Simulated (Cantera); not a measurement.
A perfectly stirred reactor is fed with 53.8 % NH3, 46.2 % N2, at 76000 Pa; it is held at 1475 K, and followed from long to short residence time.

Model: the gas-phase N/H chemistry of the illustrative SiF4/NH3 mechanism in the Surface Chemkin manual (1991), integrated in Cantera. Walls and surfaces, which speed up NH3 decomposition in real reactors, are not modelled.

### Question
Predict: x(NH3) at τ = 16.0 s; x(NH) at τ = 16.0 s; x(N2H2) at τ = 16.0 s; x(H) at τ = 16.0 s; x(NH2) at τ = 16.0 s; x(NH3) at τ = 0.170 s; x(NH) at τ = 0.170 s; x(N2H2) at τ = 0.170 s; x(H) at τ = 0.170 s; x(NH2) at τ = 0.170 s.

### Answer
```json
{
  "x(NH3) at τ = 16.0 s": "0.434",
  "x(NH) at τ = 16.0 s": "5.40e-8",
  "x(N2H2) at τ = 16.0 s": "1.02e-7",
  "x(H) at τ = 16.0 s": "2.44e-6",
  "x(NH2) at τ = 16.0 s": "2.27e-5",
  "x(NH3) at τ = 0.170 s": "0.536",
  "x(NH) at τ = 0.170 s": "4.64e-8",
  "x(N2H2) at τ = 0.170 s": "1.73e-7",
  "x(H) at τ = 0.170 s": "4.59e-8",
  "x(NH2) at τ = 0.170 s": "2.94e-5"
}
```
